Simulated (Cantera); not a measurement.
Cantera run, input and output.

```python
import numpy as np
import cantera as ct

gas = ct.Solution("gri30.yaml")
gas.TPX = 625, 340000, {'CH4': 1, 'O2': 3.1, 'N2': 15}
inlet = ct.Reservoir(gas, clone=True)
gas.equilibrate("HP")  # start burning
reactor = ct.IdealGasConstPressureReactor(gas, energy="on", clone=False)
exhaust = ct.Reservoir(gas, clone=True)
tau = [0.032, 0.01, 0.0033, 0.001, 0.00033, 0.0001, 3.3e-05, 1e-05, 3.3e-06][0]
for a, b in ((inlet, reactor), (reactor, exhaust)):
    ct.MassFlowController(a, b, mdot=lambda t: reactor.mass / tau)
net = ct.ReactorNet([reactor])
show = ['CH4', 'O2', 'H', 'HCN', 'OH', 'CH2O']

rows = []
print(f"{'tau/s':>10s}{'T/K':>9s}" + "".join(f"{s:>11s}" for s in show))
for tau in [0.032, 0.01, 0.0033, 0.001, 0.00033, 0.0001, 3.3e-05, 1e-05, 3.3e-06]:
    net.initial_time = 0.0
    net.advance(30 * tau)
    before = gas.X
    net.advance(40 * tau)
    drift = np.max(np.abs(gas.X - before) / (gas.X + 1e-9))
    rows.append([gas.T, *gas[show].X, drift])
    print(f"{tau:10.3e}{gas.T:9.1f}" + "".join(f"{x:11.3e}" for x in gas[show].X))
```

Result:

```
     tau/s      T/K        CH4         O2          H        HCN         OH       CH2O
 3.200e-02   1788.6  1.491e-05  5.757e-02  7.150e-06  9.529e-09  7.331e-04  1.581e-06
 1.000e-02   1783.2  3.223e-05  5.772e-02  2.037e-05  1.566e-08  1.011e-03  3.632e-06
 3.300e-03   1773.1  6.707e-05  5.808e-02  5.615e-05  2.638e-08  1.367e-03  7.936e-06
 1.000e-03   1751.1  1.526e-04  5.906e-02  1.604e-04  4.990e-08  1.818e-03  1.848e-05
 3.300e-04   1708.6  3.659e-04  6.139e-02  3.756e-04  9.743e-08  2.131e-03  4.268e-05
 1.000e-04    625.0  5.236e-02  1.623e-01  5.088e-27  9.478e-22  1.955e-22  5.119e-18
 3.300e-05    625.0  5.236e-02  1.623e-01  1.505e-27  1.838e-24  6.314e-23  1.172e-20
 1.000e-05    625.0  5.236e-02  1.623e-01  3.521e-28  1.711e-26  1.803e-23  2.749e-22
 3.300e-06    625.0  5.236e-02  1.623e-01  9.188e-29  7.869e-28  5.383e-24  3.117e-23
```

Model: GRI-Mech 3.0 (53 species, 325 reactions), integrated in Cantera.
